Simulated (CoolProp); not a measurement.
R152A along the isobar 503 kPa: fugacity coefficient from the reference equation and from simpler models built on Tc = 386.4 K, pc = 4517 kPa, ω = 0.275; each cubic takes its own stable root.

Values from CoolProp's reference Helmholtz-energy equation of state, Outcalt 1996. It is a modified Benedict-Webb-Rubin equation, recast in Helmholtz form.

```json
[
 {"T (K)": "344.2", "phase": "gas", "reference": "0.9380"},
 {"T (K)": "357.1", "phase": "gas", "reference": "0.9456"},
 {"T (K)": "370.1", "phase": "gas", "reference": "0.9521"},
 {"T (K)": "383.1", "phase": "gas", "reference": "0.9576"},
 {"T (K)": "396.1", "phase": "gas", "reference": "0.9623"},
 {"T (K)": "409.1", "phase": "gas", "reference": "0.9664"},
 {"T (K)": "422.1", "phase": "gas", "reference": "0.9700"},
 {"T (K)": "435.1", "phase": "gas", "reference": "0.9731"},
 {"T (K)": "448.1", "phase": "gas", "reference": "0.9759"},
 {"T (K)": "461", "phase": "gas", "reference": "0.9783"},
 {"T (K)": "474", "phase": "gas", "reference": "0.9805"},
 {"T (K)": "487", "phase": "gas", "reference": "0.9824"},
 {"T (K)": "500", "phase": "gas", "reference": "0.9842"}
]
```

Q: How far does each simpler model (van der Waals, Redlich-Kwong, Soave-Redlich-Kwong, Peng-Robinson) lie from the reference over these 13 states: mean and median of the absolute difference, and the worst?

A: 
- van der Waals: mean 0.6 %, median 0.4 %, worst +2.0 % at 344.2 K and 503 kPa
- Redlich-Kwong: mean 0.3 %, median 0.2 %, worst +1.0 % at 344.2 K and 503 kPa
- Soave-Redlich-Kwong: mean 0.3 %, median 0.2 %, worst +0.7 % at 344.2 K and 503 kPa
- Peng-Robinson: mean 0.1 %, median 0.2 %, worst +0.3 % at 344.2 K and 503 kPa
